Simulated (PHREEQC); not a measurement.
Dissolve 0.0054 mol NH4HF2, 0.0088 mol (NH4)2SiF6, 0.046 mol HBF4 and 0.00061 mol H2SO4 per kg of water at 70 °C. Closed to the air; pH follows from the charge balance.

Model: ion-association model, wateq4f.dat, run in PHREEQC.

This is a speciation only: nothing precipitates in the calculation.

Task: Order these S species by the share of S that they hold, largest first: NH4SO4-, SO4-2, HSO4-.

Result: HSO4- (81 %), SO4-2 (17 %), NH4SO4- (2.0 %)

Task: Order these F species by the share of F that they hold, largest first: SiF6-2, BF2(OH)2-, HF, BF3OH-, BF4-.

Result: BF4- (67 %), SiF6-2 (20 %), HF (10 %), BF3OH- (1.8 %), BF2(OH)2- (0.30 %)

The pH is 1.50 and the ionic strength 0.0693 mol/kgw. Saturation is exceeded, for instance for Quartz (slow to form); the values hold only as long as no solid forms. Away from 25 °C the constants follow the database's enthalpies or fits; those with neither stay at their 25 °C values. SiF6-2 is the database's only silicon fluoride. Real BF4- forms and hydrolyses slowly; the run takes it at equilibrium.
